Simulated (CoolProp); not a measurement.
R507A along the isobar 17.9 MPa: fugacity coefficient from the reference equation and from simpler models built on Tc = 343.8 K, pc = 3.705 MPa, ω = 0.286; each cubic takes its own stable root.

Model: reference Helmholtz-energy equation of state, Lemmon 2003, in CoolProp. It is a pseudo-pure fit of the blend.

| T (K) | phase | reference | Redlich-Kwong | Soave-Redlich-Kwong |
|---|---|---|---|---|
| 255 | liquid | 0.03266 | 0.05509 | 0.03648 |
| 278.9 | liquid | 0.06566 | 0.09643 | 0.07397 |
| 302.9 | liquid | 0.1142 | 0.1498 | 0.1294 |
| 326.8 | liquid | 0.1770 | 0.2123 | 0.2013 |
| 350.8 | supercritical | 0.2517 | 0.2810 | 0.2864 |
| 374.7 | supercritical | 0.3333 | 0.3519 | 0.3785 |
| 398.6 | supercritical | 0.4172 | 0.4224 | 0.4719 |
| 422.6 | supercritical | 0.4993 | 0.4902 | 0.5618 |
| 446.5 | supercritical | 0.5754 | 0.5531 | 0.6440 |
